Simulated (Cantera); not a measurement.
A closed system holds: 1 mol Si₃N₄, a varied amount of HF, equilibrated at 1173.15 K and 1.00 Torr.

Method: chemical equilibrium by Gibbs-energy minimisation in Cantera with the NASA 1993 tables (ideal gas, pure condensed phases). Candidate condensed phases: Si, Si₃N₄; 37 gas species. The tables' values for SiF₃, SiF₂ are old estimates; treat these amounts as uncertain. Rates play no part.

x: gas mole fraction; n: condensed amount in mol.

| n(HF) (mol) | x H₂ | x HF | x SiF₄ | x N₂ | n Si₃N₄(s) |
|---|---|---|---|---|---|
| 4.5 | 0.543 | 0.00305 | 0.269 | 0.182 | ___ |
| 6.8 | 0.543 | 0.00305 | 0.269 | 0.182 | ___ |
| 9 | 0.543 | 0.00305 | 0.269 | 0.182 | ___ |
| 11 | 0.543 | 0.00305 | 0.269 | 0.182 | ___ |
| 14 | 0.461 | 0.154 | 0.231 | 0.154 | 0 |
| 16 | 0.400 | 0.267 | 0.200 | 0.133 | 0 |
| 18 | 0.353 | 0.353 | 0.176 | 0.118 | 0 |
| 20 | 0.316 | 0.421 | 0.158 | 0.105 | 0 |

Problem. Fill in the missing entries.

Solution. 
- 4.5, n Si₃N₄(s): 0.625
- 6.8, n Si₃N₄(s): 0.433
- 9, n Si₃N₄(s): 0.250
- 11, n Si₃N₄(s): 0.0831
